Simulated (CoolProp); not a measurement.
Properties of R1132(E) along the isobar 65 bar (Tc = 75.7 °C, pc = 51.74 bar, ω = 0.245).

Model: reference Helmholtz-energy equation of state, Akasaka 2024, in CoolProp.

```
T (°C)          phase           Z  cv (kJ/(kg K))  speed of sound (m/s)  isothermal compressibility (1/MPa)  fugacity coefficient
------  -------------  ----------  --------------  --------------------  ----------------------------------  --------------------
15.05          liquid      0.1775      (withheld)                 612.7                          (withheld)                0.1893
23.65          liquid  (withheld)           1.073            (withheld)                            0.005427                0.2300
32.25          liquid      0.1780           1.077                 521.8                            0.006815                0.2750
40.85          liquid      0.1795           1.081                 475.2                            0.008832                0.3239
49.45          liquid      0.1824           1.088                 427.1                             0.01196                0.3762
58.05          liquid      0.1871           1.096                 376.7                             0.01728                0.4311
66.65          liquid      0.1950           1.107                 321.9                          (withheld)                0.4878
75.25          liquid      0.2098           1.127                 258.2                             0.05870                0.5447
83.85   supercritical      0.2542           1.173                 176.8                              0.2937            (withheld)
92.45   supercritical      0.4181           1.175            (withheld)                              0.5671                0.6427
101.05  supercritical      0.5279           1.129                 165.6                              0.3652                0.6751
109.65  supercritical      0.5956           1.105                 176.5                              0.2934                0.7022
118.25  supercritical      0.6452           1.093                 185.7                              0.2576                0.7259
126.85  supercritical  (withheld)           1.087                 193.7                              0.2360                0.7471
```

Question: What belongs in the gaps?

Answer: 
- 15.05, cv (kJ/(kg K)): 1.070
- 15.05, isothermal compressibility (1/MPa): 0.004427
- 23.65, Z: 0.1774
- 23.65, speed of sound (m/s): 567.6
- 66.65, isothermal compressibility (1/MPa): 0.02802
- 83.85, fugacity coefficient: 0.5991
- 92.45, speed of sound (m/s): 153.0
- 126.85, Z: 0.6845
